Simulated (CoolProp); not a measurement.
Sulfur dioxide along the isobar 10600 kPa: density (kg/m³) from the reference equation and from simpler models built on Tc = 430.6 K, pc = 7887 kPa, ω = 0.256; each cubic takes its own stable root.

Model: reference Helmholtz-energy equation of state, Gao 2016, in CoolProp.

| T (K) | phase | reference | Redlich-Kwong | Soave-Redlich-Kwong | Peng-Robinson |
|---|---|---|---|---|---|
| 253.1 | liquid | 1502 | 1311 | 1345 | 1515 |
| 266.3 | liquid | 1469 | 1283 | 1319 | 1486 |
| 279.6 | liquid | 1436 | 1253 | 1291 | 1456 |
| 292.8 | liquid | [?] | 1222 | 1261 | 1423 |
| 306 | liquid | 1367 | 1188 | 1229 | 1388 |
| 319.3 | liquid | 1331 | 1153 | 1195 | 1350 |
| 332.5 | liquid | [?] | 1116 | 1158 | 1308 |
| 345.7 | liquid | 1253 | 1076 | 1118 | 1263 |
| 359 | liquid | 1211 | 1034 | 1073 | 1213 |
| 372.2 | liquid | 1165 | 987.5 | 1025 | 1157 |
| 385.4 | liquid | 1114 | 936.9 | 970.8 | 1095 |
| 398.7 | liquid | 1056 | 880.1 | 908.5 | 1022 |
| 411.9 | liquid | 988.5 | 815.6 | 836.0 | 937.0 |
| 425.1 | liquid | 902.7 | 738.5 | 746.3 | 830.6 |
| 438.4 | supercritical | 772.5 | [?] | 622.4 | 682.5 |
| 451.6 | supercritical | 504.8 | 494.0 | 440.3 | 469.9 |

**Question.** Some entries are withheld; supply them.

**Answer.** 
- 292.8, reference: 1402
- 332.5, reference: 1293
- 438.4, Redlich-Kwong: 638.1
